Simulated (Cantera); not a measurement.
An adiabatic, constant-pressure homogeneous reactor starts with CH4 : O2 : N2 = 1 : 2.15 : 8.09 (molar parts), at 1350 K and 0.840 bar. Integrator tolerance rtol = 1e-08.

Computed with Cantera and GRI-Mech 3.0 (53 species, 325 reactions).

Q: What does this change do: N2 8.09 to 10 parts?

A: 
| quantity | before | after |
|---|---|---|
| time of steepest temperature rise | 6.92 ms | 8.39 ms |
| temperature at 0.300 s | 2646 K | 2561 K |
| equilibrium temperature | 2646 K | 2561 K |
| x(CH4) at 0.300 s | <1e-12 (gas-phase equilibrium <1e-12) | <1e-12 (gas-phase equilibrium <1e-12) |
| x(O2) at 0.300 s | 0.0242 (gas-phase equilibrium 0.0242) | 0.0188 (gas-phase equilibrium 0.0188) |
| x(CH2O) at 0.300 s | 1.24e-10 (gas-phase equilibrium 1.24e-10) | 6.08e-11 (gas-phase equilibrium 6.08e-11) |
| x(N2O) at 0.300 s | 4.47e-7 (gas-phase equilibrium 4.47e-7) | 3.67e-7 (gas-phase equilibrium 3.67e-7) |
| x(C2H) at 0.300 s | <1e-12 (gas-phase equilibrium <1e-12) | <1e-12 (gas-phase equilibrium <1e-12) |
| x(CH2) at 0.300 s | <1e-12 (gas-phase equilibrium <1e-12) | <1e-12 (gas-phase equilibrium <1e-12) |

Q: What does this change do: initial temperature 1350 to 1200 K?

A: 
| quantity | before | after |
|---|---|---|
| time of steepest temperature rise | 6.92 ms | 51.3 ms |
| temperature at 0.300 s | 2646 K | 2587 K |
| equilibrium temperature | 2646 K | 2587 K |
| x(CH4) at 0.300 s | <1e-12 (gas-phase equilibrium <1e-12) | <1e-12 (gas-phase equilibrium <1e-12) |
| x(O2) at 0.300 s | 0.0242 (gas-phase equilibrium 0.0242) | 0.0225 (gas-phase equilibrium 0.0225) |
| x(CH2O) at 0.300 s | 1.24e-10 (gas-phase equilibrium 1.24e-10) | 8.72e-11 (gas-phase equilibrium 8.72e-11) |
| x(N2O) at 0.300 s | 4.47e-7 (gas-phase equilibrium 4.47e-7) | 3.94e-7 (gas-phase equilibrium 3.94e-7) |
| x(C2H) at 0.300 s | <1e-12 (gas-phase equilibrium <1e-12) | <1e-12 (gas-phase equilibrium <1e-12) |
| x(CH2) at 0.300 s | <1e-12 (gas-phase equilibrium <1e-12) | <1e-12 (gas-phase equilibrium <1e-12) |
